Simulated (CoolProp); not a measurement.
Saturation properties of ethanol (Tc = 241.6 °C, pc = 6268 kPa, ω = 0.644).

Computed with CoolProp (reference Helmholtz-energy equation of state, Schroeder 2014).

```
T (°C)  p (kPa)  liquid density (kg/m³)  surface tension (mN/m)  liquid viscosity (µPa s)  vapour viscosity (µPa s)  liquid conductivity (mW/(m K))
------  -------  ----------------------  ----------------------  ------------------------  ------------------------  ------------------------------
16.25     4.677                   792.5                    22.7                      1290                      8.50                             165
20.35     6.000                   789.0                    22.3                      1180                      8.63                             164
24.45     7.639                   785.5                    21.9                      1090                      8.76                             164
28.45     9.598                   782.1                    21.6                      1010                      8.88                             163
32.55     12.04                   778.5                    21.2                       938                      9.00                             162
36.65     15.01                   774.9                    20.8                       870                      9.13                             161
40.65     18.49                   771.4                    20.4                       810                      9.25                             161
44.75     22.75                   767.8                    20.0                       753                      9.38                             160
48.75     27.69                   764.2                    19.6                       703                      9.50                             159
52.85     33.67                   760.5                    19.2                       657                      9.62                             158
56.95     40.72                   756.8                    18.8                       614                      9.74                             158
60.95     48.76                   753.1                    18.4                       575                      9.86                             157
65.05     58.35                   749.3                    18.0                       539                      9.99                             156
```

It boils at 78.4 °C under 1 atm.

Viscosity comes from a separate model (Kiselev 2005). Thermal conductivity comes from a separate model (Assael 2013). Surface tension comes from a separate correlation (Mulero 2012).
